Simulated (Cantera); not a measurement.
An isothermal, constant-pressure homogeneous reactor starts with C₂H₆ : H₂ = 1 : 74 (molar parts), at 1223 K and 1.01 bar. Integrator tolerance rtol = 1e-08.

Cantera simulation using GRI-Mech 3.0 (53 species, 325 reactions); the numbers are that mechanism's predictions, not measurements. GRI-Mech 3.0 stops at C3 and has no aromatics, soot or wall deposition, so with more carbon than oxygen in the feed, carbon stays in small species such as C2H2 where larger ones or solid carbon would form.

### Question
What does this change do: pressure from 1.01 bar to 0.0210 bar?

### Answer
```
quantity                                            before                                      after
-----------------  ---------------------------------------  -----------------------------------------
x(C₂H₆) at 40.0 s  8.19e-7 (gas-phase equilibrium 6.47e-7)    2.73e-6 (gas-phase equilibrium 5.10e-7)
x(H₂) at 40.0 s        0.973 (gas-phase equilibrium 0.973)        0.983 (gas-phase equilibrium 0.975)
x(C₂H₂) at 40.0 s  9.52e-7 (gas-phase equilibrium 6.79e-7)    0.00744 (gas-phase equilibrium 0.00124)
x(CH₂) at 40.0 s     <1e-12 (gas-phase equilibrium <1e-12)  2.27e-12 (gas-phase equilibrium 1.07e-12)
x(C₂H₄) at 40.0 s  7.61e-6 (gas-phase equilibrium 5.66e-6)   0.00132 (gas-phase equilibrium 0.000215)
x(C₂H) at 40.0 s     <1e-12 (gas-phase equilibrium <1e-12)    8.51e-12 (gas-phase equilibrium <1e-12)
```
Radical loss at walls, strong at low pressure, is not modelled.
